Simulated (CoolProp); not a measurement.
Vapour-liquid equilibrium of C2F6 (R116) (1) + R134a (2) at 0.416 MPa; x and y are mole fractions of (1).

Computed with CoolProp (multi-fluid Helmholtz-energy mixture model, Lemmon 2006 and Tillner-Roth 1994; pair parameters Bell 2016).

```csv
x,bubble temperature (K),y at the bubble point,dew temperature at overall composition x (K),liquid density (mol/L)
0.05,266.8,0.442,281.7,12.66
0.125,250.2,0.725,279.2,12.85
0.2,241.4,0.823,276.6,12.81
0.275,236.7,0.864,273.8,12.64
0.35,234.2,0.883,270.8,12.41
0.425,232.8,0.894,267.5,12.16
0.5,231.9,0.902,264.0,11.90
0.575,231.2,0.908,260.0,11.64
0.65,230.5,0.915,255.5,11.40
0.725,229.7,0.923,250.2,11.17
0.8,228.9,0.935,243.7,10.97
0.875,227.9,0.952,235.3,10.79
0.95,226.9,0.977,228.0,10.64
```

No azeotrope shows between x = 0.05 and 0.95.

Pair parameters are fitted to limited data, so mixtures are less certain than the pure fluids. With so large a gap from Raoult's law the liquid may split in two, which this calculation doesn't test in full.
